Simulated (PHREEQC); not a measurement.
0.054 g of hydrous ferric oxide (600 m²/g; 0.2 weak and 0.005 strong sites per Fe, Dzombak-Morel constants, diffuse double layer) in 1 kg of water with 0.005 mol/kgw of an inert sodium salt and 0.28 mmol/kgw NiCl2 and 0.34 mmol/kgw MnCl2, at 25 °C; the pH is set by adding NaOH or the inert anion's acid. No oxygen is let in. CO2 from the air is kept out. Nothing may precipitate in this run.

Computed with PHREEQC (ion-association model, wateq4f.dat).

Q: Predict Ni sorbed (%), Mn sorbed (%), surface charge σ (C/m²) at pH = 6.67, 10.67.

A: 
```csv
pH,Ni sorbed (%),Mn sorbed (%),surface charge σ (C/m²)
6.67,3.7,0.5,0.026
10.67,1.6,17.4,0.009
```

Along this series the solution becomes supersaturated in solids that the run did not let form, among them Pyrochroite, Ni(OH)2. Complexes and solids missing from the database can't appear.
